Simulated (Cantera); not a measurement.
Input: 1 mol MgSO4, 0.33 mol H2, 0.013 mol CO2, held at 1473 K and 0.160 bar.

These are equilibrium values from Cantera (NASA tables, ideal gas, pure condensed phases), not measurements of a reactor. Candidate condensed phases: C, C6H6, C7H8, C8H18, H2O, H2SO4, Mg, MgCO3, MgO, Mg(OH)2, MgS, MgSO4, S; 130 gas species. Rates play no part.

Base state: SO2 0.593, O2 0.198, H2O 0.197, CO2 0.00776, SO3 0.00454, OH 0.000135 (mole fractions); condensed: MgO(s).

Question: What changes in the equilibrium state with this change: CO2 from 0.013 to 1.7 mol?

Answer: 
```tsv
species	before	after
CO2	0.00776	0.506
SO2	0.593	0.296
O2	0.198	0.0988
H2O	0.197	0.0981
CO	1.41e-7	1.30e-5
SO3	0.00454	0.00160
MgO(s), mol	1.00	1.00
```

Question: What changes in the equilibrium state with this change: temperature from 1473 K to 1123.15 K?

Answer: 
```json
[
 {"species": "SO2", "before": "0.593", "after": "0.490"},
 {"species": "H2O", "before": "0.197", "after": "0.490"},
 {"species": "CO2", "before": "0.00776", "after": "0.0193"},
 {"species": "O2", "before": "0.198", "after": "0.000153"},
 {"species": "OH", "before": "0.000135", "after": "5.64e-7"},
 {"species": "SO3", "before": "0.00454", "after": "0.00121"},
 {"species": "MgO(s), mol", "before": "1.00", "after": "0.331"},
 {"species": "MgSO4(s), mol", "before": "0", "after": "0.669"}
]
```
Mutual solubility and eutectic melting of coexisting phases are not modelled.
